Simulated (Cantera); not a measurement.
**Equilibrium for carbothermic reduction: SiO₂ + CH₄ + N₂**

Feed: 1 mol SiO₂, a varied amount of CH₄, 7.1 mol N₂, at 2450 K and 12.0 Torr.

Cantera equilibrium calculation (NASA polynomials, part measured and part estimated; ideal gas, pure solids and liquids). Candidate condensed phases: C, C₆H₆, C₇H₈, C₈H₁₈, H₂O, Si, SiC, SiO₂, Si₂N₂O, Si₃N₄; 151 gas species. The tables' values for SiN, SiO₂ are old estimates; treat these amounts as uncertain. Gases not in the tables: Si₂H₆ and higher silanes. The numbers say what is thermodynamically allowed, not how fast it happens.

| n(CH₄) (mol) | x N₂ | x H₂ | x CO | x SiO | x H | x Si | x HCN | x H₂O | n C(graphite) |
|---|---|---|---|---|---|---|---|---|---|
| 0.72 | 0.674 | 0.0911 | 0.0659 | 0.0948 | 0.0479 | 3.67e-7 | 1.98e-9 | 0.0206 | 0 |
| 0.84 | 0.650 | 0.115 | 0.0756 | 0.0915 | 0.0538 | 7.84e-7 | 5.56e-9 | 0.0117 | 0 |
| 0.99 | 0.622 | 0.143 | 0.0867 | 0.0876 | 0.0600 | 1.50e-5 | 1.39e-7 | 0.000731 | 0 |
| 1.2 | 0.587 | 0.166 | 0.0990 | 0.0665 | 0.0647 | 0.0158 | 0.000230 | 6.13e-7 | 0 |
| 1.4 | 0.558 | 0.185 | 0.109 | 0.0481 | 0.0684 | 0.0293 | 0.000674 | 2.66e-7 | 0 |
| 1.6 | 0.531 | 0.203 | 0.118 | 0.0322 | 0.0716 | 0.0404 | 0.00152 | 1.42e-7 | 0 |
| 1.9 | 0.498 | 0.227 | 0.126 | 0.0148 | 0.0757 | 0.0498 | 0.00447 | 5.92e-8 | 0 |
| 2.2 | 0.470 | 0.249 | 0.127 | 0.00677 | 0.0792 | 0.0491 | 0.00991 | 3.00e-8 | 0 |
| 2.6 | 0.438 | 0.275 | 0.123 | 0.00321 | 0.0833 | 0.0427 | 0.0179 | 1.81e-8 | 0 |
| 3.1 | 0.407 | 0.307 | 0.116 | 0.00223 | 0.0880 | 0.0382 | 0.0220 | 1.57e-8 | 0.262 |
x: gas mole fraction; n: condensed amount in mol.

From 0.72 mol CH₄ to 2.6 mol CH₄ nothing is condensed. At 3.1 mol CH₄ the condensed part is C(graphite). The main Si-bearing gas is SiO at 0.72 mol CH₄ and Si at 3.1 mol CH₄.
